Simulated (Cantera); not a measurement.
Cantera run:

```python
import numpy as np
import cantera as ct

gas_names = [...]  # 109 gases of nasa_gas.yaml made of C, Cl, H, Si
cond_names = """
    C(gr) C6H6(L) C7H8(L) C8H18(L),n-octa Si(cr) Si(L) SiC(b)
""".split()


# ... load() reads the species with a 1 bar reference pressure and builds the phases ...
atoms = {
    'CH3Cl': {'C': 1, 'H': 3, 'CL': 1},
    'Si': {'Si': 1},
}
top_T = {'C(gr)': 4500, 'SiC(b)': 3050}  # K; cautious upper limits of use, not melting points


# ... equilibrate(T, P, feed) seeds the gas with the atoms and calls Mixture.equilibrate('TP', solver="vcs", rtol=1e-11, max_steps=5000) ...
results = []
feed = {'CH3Cl': 1, 'Si': 0.81}  # mol
P = 13332.2  # Pa
for T in [2048, 2123, 2198, 2273, 2348, 2423, 2498, 2573]:
    mix = equilibrate(T, P, feed)
    results.append((T, P, feed, dict(zip(mix.species_names, mix.species_moles))))

top = {s: max(r[3][s] / sum(r[3][g] for g in gas_names) for r in results) for s in gas_names}
cols = sorted((s for s in top if top[s] > 1e-05), key=lambda s: -top[s])[:6]
seen = [c for c in cond_names if any(r[3].get(c, 0) > 1e-12 for r in results)]
print("log10 of partial pressures in bar; condensed amounts in mol")
print(f"{'T/K':>10s}" + "".join(f"{s[:9]:>10s}" for s in cols + seen))
for T, P, feed, n in results:
    ng = sum(n[g] for g in gas_names)
    print(f"{T:10.4g}" + "".join(f"{np.log10(max(n[s] / ng * P / 1e5, 1e-99)):10.3f}" for s in cols)
          + "".join(f"{n.get(c, 0):10.4g}" for c in seen))
```

Result:

```
log10 of partial pressures in bar; condensed amounts in mol
       T/K        H2       HCL         H     SiCL2        CL        Si     C(gr)    SiC(b)
      2048    -1.140    -1.270    -3.220    -2.232    -3.481    -5.307      0.28    0.7176
      2123    -1.138    -1.283    -3.014    -2.184    -3.294    -4.845     0.289    0.7073
      2198    -1.137    -1.298    -2.823    -2.144    -3.122    -4.414    0.2974    0.6967
      2273    -1.137    -1.314    -2.644    -2.111    -2.962    -4.012    0.3056    0.6855
      2348    -1.140    -1.331    -2.478    -2.085    -2.815    -3.636    0.3137    0.6724
      2423    -1.145    -1.352    -2.324    -2.065    -2.679    -3.283    0.3231    0.6552
      2498    -1.155    -1.378    -2.181    -2.054    -2.554    -2.953    0.3357    0.6284
      2573    -1.172    -1.411    -2.050    -2.054    -2.442    -2.641    0.3558    0.5811
```

Method: chemical equilibrium by Gibbs-energy minimisation in Cantera with the NASA 1993 tables (ideal gas, pure condensed phases). The tables' values for SiCl, SiCl3 are old estimates; treat these amounts as uncertain. Gases not in the tables: Si2H6 and higher silanes.
